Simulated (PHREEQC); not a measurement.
Consider water at 20 °C with 0.0032 mol FeSO4, 3.3e-05 mol CaCl2 and 4.6e-05 mol Na2SO4 per kg of water. Closed to the air; pH follows from the charge balance.

Computed with PHREEQC (ion-association model, phreeqc.dat).

Each row changes one thing in this solution. This is a speciation only: nothing precipitates in the calculation.

```csv
case,pH,ionic strength (mol/kgw),SO4-2 (mol/kgw),Ca+2 (mol/kgw),CaSO4 (mol/kgw),NaSO4- (mol/kgw),SI of Gypsum (CaSO4:2H2O),SI of Halite (NaCl)
as made,6.23,0.0109,0.00272,2.74e-5,5.57e-6,7.92e-7,-2.91,-9.88
FeSO4 left out,7.08,0.000236,4.58e-5,3.28e-5,2.23e-7,1.90e-8,-4.30,-9.80
temperature from 20 to 45 °C,5.88,0.0102,___,2.70e-5,6.04e-6,8.56e-7,-2.92,-9.90
CaCl2 from 3.3e-05 to 3.3e-06 mol/kgw,6.23,0.0109,0.00272,2.74e-6,5.58e-7,___,-3.90,-10.88
FeSO4 from 0.0032 to 0.0064 mol/kgw,6.14,0.0202,0.00503,2.55e-5,7.51e-6,1.29e-6,-2.77,___
diluted 2-fold with water,6.33,0.00580,0.00144,___,1.92e-6,2.33e-7,-3.37,-10.46
```

Task: Some entries are withheld; supply them.

Result: 
- temperature from 20 to 45 °C, SO4-2 (mol/kgw): 0.00255
- CaCl2 from 3.3e-05 to 3.3e-06 mol/kgw, NaSO4- (mol/kgw): 7.94e-7
- FeSO4 from 0.0032 to 0.0064 mol/kgw, SI of Halite (NaCl): -9.91
- diluted 2-fold with water, Ca+2 (mol/kgw): 1.46e-5

At this temperature some constants are extrapolated from 25 °C, and those without enthalpy data are left unchanged.
